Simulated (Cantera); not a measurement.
Feed: 1 mol SiCl₄, 0.011 mol C₃H₈, 220 mol H₂, equilibrated at 0.550 bar.

Method: chemical equilibrium by Gibbs-energy minimisation in Cantera with the NASA 1993 tables (ideal gas, pure condensed phases). Candidate condensed phases: C, C₆H₆, C₇H₈, C₈H₁₈, Si, SiC; 109 gas species. Mutual solubility and eutectic melting of coexisting phases are not modelled. Gases not in the tables: Si₂H₆ and higher silanes. The numbers say what is thermodynamically allowed, not how fast it happens.

Task: What share of the Si ends up in condensed phases as a function of T (K), at 1325, 1425, 1525, 1625, 1725, 1825, 1925, 2025, 2125, 2225?

Result: 
```json
[
 {"T (K)": "1325", "Si condensed (%)": "77.7", "as": "Si(s) + SiC(s)"},
 {"T (K)": "1425", "Si condensed (%)": "79.7", "as": "Si(s) + SiC(s)"},
 {"T (K)": "1525", "Si condensed (%)": "79.5", "as": "Si(s) + SiC(s)"},
 {"T (K)": "1625", "Si condensed (%)": "78.7", "as": "Si(s) + SiC(s)"},
 {"T (K)": "1725", "Si condensed (%)": "78.8", "as": "Si(l) + SiC(s)"},
 {"T (K)": "1825", "Si condensed (%)": "80.5", "as": "Si(l) + SiC(s)"},
 {"T (K)": "1925", "Si condensed (%)": "80.7", "as": "Si(l) + SiC(s)"},
 {"T (K)": "2025", "Si condensed (%)": "78.2", "as": "Si(l) + SiC(s)"},
 {"T (K)": "2125", "Si condensed (%)": "70.2", "as": "Si(l) + SiC(s)"},
 {"T (K)": "2225", "Si condensed (%)": "49.9", "as": "Si(l)"}
]
```
